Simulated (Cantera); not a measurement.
An isothermal, constant-pressure homogeneous reactor starts with NH₃ : H₂ = 1 : 1.4 (molar parts), at 1850 K and 900 Torr.

Computed with Cantera and the gas-phase N/H chemistry of the illustrative SiF4/NH3 mechanism in the Surface Chemkin manual (1991). Walls and surfaces, which speed up NH3 decomposition in real reactors, are not modelled.

x: mole fraction; the columns are a selection and need not sum to one.

| t (s) | x NH₃ | x H₂ | x NH | x N₂H₄ | x NH₂ |
|---|---|---|---|---|---|
| 2.00e-5 | 0.417 | 0.583 | 2.12e-8 | 1.18e-9 | ? |
| 0.000100 | 0.417 | 0.583 | 5.04e-7 | 2.81e-8 | ? |
| 0.000503 | 0.416 | 0.584 | 3.10e-6 | 1.76e-7 | 0.000291 |
| 0.00252 | 0.411 | 0.586 | 3.20e-6 | 1.80e-7 | 0.000294 |
| 0.0126 | 0.391 | 0.600 | 3.14e-6 | 1.68e-7 | 0.000284 |
| 0.0633 | 0.308 | 0.653 | 2.87e-6 | 1.20e-7 | ? |
| 0.317 | 0.124 | 0.772 | 1.90e-6 | 3.13e-8 | ? |
| 1.59 | 0.0170 | 0.842 | 4.96e-7 | 1.10e-9 | ? |
| 7.98 | 0.00229 | 0.851 | 7.76e-8 | 2.32e-11 | ? |
| 40.0 | 0.000412 | 0.852 | 1.41e-8 | <1e-12 | ? |

Problem. What belongs in the gaps?

Solution. 
- 2.00e-5, x NH₂: 2.40e-5
- 0.000100, x NH₂: 0.000116
- 0.0633, x NH₂: 0.000240
- 0.317, x NH₂: 0.000123
- 1.59, x NH₂: 2.31e-5
- 7.98, x NH₂: 3.34e-6
- 40.0, x NH₂: 6.05e-7
